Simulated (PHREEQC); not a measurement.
A solution holds 6.4 mmol/kgw MgCl2 and 0.054 mmol/kgw K2SO4, at 20 °C. Closed to the air; pH follows from the charge balance.

Computed with PHREEQC (Pitzer model, pitzer.dat).

This is a speciation only: nothing precipitates in the calculation.

Predict the specific conductance, osmotic coefficient.

specific conductance 1300 µS/cm; osmotic coefficient 0.921.
